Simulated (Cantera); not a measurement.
Input: 1 mol n-butane, 0.0088 mol O2, 7.3 mol H2, 0.042 mol CO2, equilibrated at 1050 °C and 1 atm.

Equilibrium computed with Cantera from the NASA thermochemical tables; the gas is ideal and each condensed phase is pure. Candidate condensed phases: C, C6H6, C7H8, C8H18, H2O; 110 gas species. Rates play no part.

Base state: H2 0.985, CO 0.00819, CH4 0.00668, H2O 5.98e-5 (mole fractions); condensed: C(graphite).

Question: What changes in the equilibrium state with this change: n-butane replaced by CH3OH?

Answer: 
```csv
species,before,after
H2,0.985,0.893
CO,0.00819,0.0999
H2O,5.98e-5,0.00601
CH4,0.00668,0.000604
CO2,2.68e-7,0.000362
"C(graphite), mol",3.86,0
```

Question: What changes in the equilibrium state with this change: pressure from 1 atm to 84.0 mbar?

Answer: 
| species | before | after |
|---|---|---|
| H2 | 0.985 | 0.991 |
| CO | 0.00819 | 0.00819 |
| CH4 | 0.00668 | 0.000561 |
| H2O | 5.98e-5 | 4.99e-6 |
| C(graphite), mol | 3.86 | 3.93 |
